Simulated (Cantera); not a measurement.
An adiabatic, constant-volume homogeneous reactor starts with CH4 : O2 : N2 = 1 : 2.5 : 9.4 (molar parts), at 1225 K and 4800 Torr. Integrator tolerance rtol = 1e-08.

Detailed kinetics in Cantera: GRI-Mech 3.0 (53 species, 325 reactions).

Task: What does this change do: CH4 1 to 0.47 parts?

Result: 
```tsv
quantity	before	after
time of steepest temperature rise	4.83 ms	3.53 ms
temperature at 0.700 s	2849 K	2222 K
equilibrium temperature	2849 K	2222 K
x(CH4) at 0.700 s	<1e-12 (gas-phase equilibrium <1e-12)	<1e-12 (gas-phase equilibrium <1e-12)
x(O2) at 0.700 s	0.0358 (gas-phase equilibrium 0.0358)	0.120 (gas-phase equilibrium 0.120)
x(CH2) at 0.700 s	<1e-12 (gas-phase equilibrium <1e-12)	<1e-12 (gas-phase equilibrium <1e-12)
x(O) at 0.700 s	0.00321 (gas-phase equilibrium 0.00321)	0.000318 (gas-phase equilibrium 0.000318)
x(H2O) at 0.700 s	0.139 (gas-phase equilibrium 0.139)	0.0747 (gas-phase equilibrium 0.0747)
```

Task: What does this change do: pressure from 4800 Torr to 188 Torr?

Result: 
| quantity | before | after |
|---|---|---|
| time of steepest temperature rise | 4.83 ms | 80.3 ms |
| temperature at 0.700 s | 2849 K | 2641 K |
| equilibrium temperature | 2849 K | 2641 K |
| x(CH4) at 0.700 s | <1e-12 (gas-phase equilibrium <1e-12) | <1e-12 (gas-phase equilibrium <1e-12) |
| x(O2) at 0.700 s | 0.0358 (gas-phase equilibrium 0.0358) | 0.0415 (gas-phase equilibrium 0.0415) |
| x(CH2) at 0.700 s | <1e-12 (gas-phase equilibrium <1e-12) | <1e-12 (gas-phase equilibrium <1e-12) |
| x(O) at 0.700 s | 0.00321 (gas-phase equilibrium 0.00321) | 0.00769 (gas-phase equilibrium 0.00769) |
| x(H2O) at 0.700 s | 0.139 (gas-phase equilibrium 0.139) | 0.128 (gas-phase equilibrium 0.128) |
